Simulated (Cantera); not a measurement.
Standard-state values (1 bar) from the NASA 1993 polynomials, evaluated with Cantera. Values are per mole of reaction as written; species without (g) are pure solids or liquids, kept so even where they would boil at 1 bar.

2 Ni₃S₄ → 6 NiS + S₂(g)

```tsv
T (K)	ΔH° (kJ)	ΔS° (J/K)	ΔG° (kJ)	log10 K
300	203.4	173.2	151.5	-26.37
350	202.6	170.8	142.9	-21.32
375	[?]	[?]	[?]	[?]
400	[?]	[?]	[?]	[?]
425	201.1	166.8	130.2	-16.00
450	200.4	165.3	126.0	-14.63
475	199.7	163.7	121.9	-13.41
500	198.9	162.0	117.9	-12.31
525	198.0	160.2	113.8	-11.33
550	197.0	158.4	109.9	-10.43
575	195.9	156.5	105.9	-9.62
```

Q: Some entries are withheld; supply them.

A: 
- 375, ΔH° (kJ): 202.2
- 375, ΔS° (J/K): 169.5
- 375, ΔG° (kJ): 138.6
- 375, log10 K: -19.31
- 400, ΔH° (kJ): 201.6
- 400, ΔS° (J/K): 168.2
- 400, ΔG° (kJ): 134.4
- 400, log10 K: -17.55
